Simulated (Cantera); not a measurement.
## Pyrogenic steam for wet oxidation

An isothermal, constant-pressure homogeneous reactor starts with 10.3 % H2, 6.90 % O2, 82.8 % N2, equivalence ratio 0.75, at 1200 K and 0.118 atm.

Model: the H2/O2 subset of GRI-Mech 3.0, which has no nitrogen chemistry, integrated in Cantera. The temperature is held fixed by assumption; the heat of reaction is taken as removed at once.

```csv
t (s),x H2,x O2,x O,x H2O2,x H,x OH,x H2O
2.00e-5,0.103,0.0690,1.16e-10,<1e-12,1.22e-9,7.36e-11,1.63e-10
5.53e-5,0.103,0.0690,6.76e-10,6.77e-12,4.79e-9,3.78e-10,2.24e-9
0.000153,0.103,0.0690,7.99e-9,5.24e-11,5.03e-8,4.32e-9,5.00e-8
0.000423,0.103,0.0690,2.36e-6,1.34e-9,1.47e-5,1.27e-6,1.73e-5
0.00117,0.0124,0.0296,0.00877,2.40e-7,0.0438,0.00234,0.0688
0.00323,0.00809,0.0239,0.00396,3.14e-7,0.0179,0.00173,0.0890
0.00894,0.00304,0.0196,0.00106,3.92e-7,0.00321,0.000948,0.103
0.0247,0.000521,0.0183,0.000159,2.84e-7,0.000201,0.000366,0.108
0.0684,5.81e-5,0.0182,1.72e-5,8.55e-8,7.27e-6,0.000120,0.109
0.189,8.05e-6,0.0182,2.48e-6,2.01e-8,3.93e-7,4.59e-5,0.109
0.523,1.63e-6,0.0182,5.26e-7,5.30e-9,3.79e-8,2.12e-5,0.109
1.45,4.34e-7,0.0182,1.44e-7,1.61e-9,5.38e-9,1.11e-5,0.109
4.00,1.38e-7,0.0182,4.64e-8,5.44e-10,9.79e-10,6.29e-6,0.109
```
x: mole fraction; the columns are a selection and need not sum to one.

Equilibrium at this temperature and pressure: H2 2.99e-8, O2 0.0182, O 9.82e-9, H2O2 1.22e-10, H 9.91e-11, OH 2.89e-6, H2O 0.109 (gas phase only).
